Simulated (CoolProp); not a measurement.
Cyclopentane along the isotherm 330.1 K: density (kg/m³) from the reference equation and from simpler models built on Tc = 511.7 K, pc = 4.583 MPa, ω = 0.202; each cubic takes its own stable root.

Computed with CoolProp (reference Helmholtz-energy equation of state, Gedanitz 2015).

```tsv
p (MPa)	phase	reference
0.0217	gas	0.5583
0.0319	gas	0.8234
0.0468	gas	1.214
0.0687	gas	1.795
0.101	gas	2.667
0.148	liquid	707.8
0.217	liquid	707.9
0.319	liquid	708.0
0.468	liquid	708.2
0.687	liquid	708.5
1.01	liquid	708.9
1.48	liquid	709.5
2.17	liquid	710.4
3.19	liquid	711.6
4.68	liquid	713.4
6.87	liquid	716.0
```

Question: How far does each simpler model (van der Waals, Redlich-Kwong, Soave-Redlich-Kwong) lie from the reference over these 16 states: mean and median of the absolute difference, and the worst?

Answer: 
- van der Waals: mean 40.6 %, median 35.7 %, worst -99.5 % at 330.1 K and 0.148 MPa
- Redlich-Kwong: mean 10.4 %, median 6.4 %, worst -99.4 % at 330.1 K and 0.148 MPa
- Soave-Redlich-Kwong: mean 3.0 %, median 4.1 %, worst -4.4 % at 330.1 K and 0.148 MPa

At some of these states van der Waals, Redlich-Kwong gives the other phase, because its saturation line lies elsewhere.
